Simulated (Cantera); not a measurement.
# Silicon oxide and oxynitride deposition: SiH4 + O3 + H2

Charge: 1 mol SiH4, 7.1 mol O3, 2.6 mol H2, at 8.25 Torr.

Cantera equilibrium calculation (NASA polynomials, part measured and part estimated; ideal gas, pure solids and liquids). Candidate condensed phases: H2O, Si, SiO2; 18 gas species. The tables hold silica as quartz up to 1696 K and as liquid above; real silica turns to tridymite and cristobalite and melts near 1996 K. Rates play no part.

From 1148 K to 1648 K the condensed part is SiO2(β-quartz). From 1748 K to 1848 K the condensed part is SiO2(condensed).

| T (K) | x O2 | x H2O | x OH | x O | x H2 | n SiO2(β-quartz) | n SiO2(condensed) |
|---|---|---|---|---|---|---|---|
| 1148 | 0.615 | 0.385 | 1.13e-5 | 5.93e-8 | 1.92e-8 | 1.00 | 0 |
| 1248 | 0.615 | 0.385 | 4.44e-5 | 4.98e-7 | 1.55e-7 | 1.00 | 0 |
| 1348 | 0.615 | 0.385 | 0.000142 | 3.05e-6 | 9.24e-7 | 1.00 | 0 |
| 1448 | 0.615 | 0.385 | 0.000388 | 1.46e-5 | 4.31e-6 | 1.00 | 0 |
| 1548 | 0.615 | 0.384 | 0.000929 | 5.70e-5 | 1.65e-5 | 1.00 | 0 |
| 1648 | 0.614 | 0.384 | 0.00200 | 0.000189 | 5.36e-5 | 1.00 | 0 |
| 1748 | 0.613 | 0.382 | 0.00394 | 0.000547 | 0.000152 | 0 | 1.000 |
| 1848 | 0.611 | 0.380 | 0.00719 | 0.00141 | 0.000386 | 0 | 1.000 |
x: gas mole fraction; n: condensed amount in mol.
